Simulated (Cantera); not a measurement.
Equilibrium for silicon etching in halogen gases: Si + HBr + N2

Charge: 1 mol Si, a varied amount of HBr, 3.3 mol N2, equilibrated at 1100 °C and 23.3 Torr.

Equilibrium computed with Cantera from the NASA thermochemical tables; the gas is ideal and each condensed phase is pure. Candidate condensed phases: Br2, Si, Si3N4; 28 gas species. N2 is the only nitrogen source here; it is nearly inert below about 1500 K, so the nitride shown seldom forms there in practice. The tables' values for SiBr3 are old estimates; treat these amounts as uncertain. The numbers say what is thermodynamically allowed, not how fast it happens.

```csv
n(HBr) (mol),x HBr,x N2,x H2,x SiBr4,x SiBr2,x Br,x SiBr3,n Si3N4(s)
2.5,0.346,0.539,0.0701,0.0257,0.0117,0.00420,0.00315,0.264
3,0.374,0.497,0.0789,0.0292,0.0128,0.00428,0.00351,0.247
3.5,0.397,0.462,0.0866,0.0323,0.0138,0.00433,0.00383,0.231
4.2,0.422,0.422,0.0958,0.0360,0.0150,0.00439,0.00422,0.207
5,0.445,0.385,0.105,0.0395,0.0162,0.00442,0.00460,0.179
6,0.467,0.349,0.114,0.0431,0.0175,0.00445,0.00499,0.143
7.2,0.486,0.315,0.123,0.0466,0.0189,0.00446,0.00538,0.0995
8.6,0.502,0.285,0.131,0.0499,0.0202,0.00446,0.00576,0.0475
10,0.518,0.261,0.137,0.0521,0.0206,0.00451,0.00595,0
12,0.577,0.226,0.123,0.0492,0.0141,0.00529,0.00479,0
15,0.642,0.188,0.106,0.0443,0.00886,0.00634,0.00360,0
17,0.675,0.169,0.0974,0.0411,0.00682,0.00696,0.00304,0
```
x: gas mole fraction; n: condensed amount in mol.

From 2.5 mol HBr to 8.6 mol HBr the condensed part is Si3N4(s). From 10 mol HBr to 17 mol HBr nothing is condensed. The main Si-bearing gas is SiBr4 throughout.
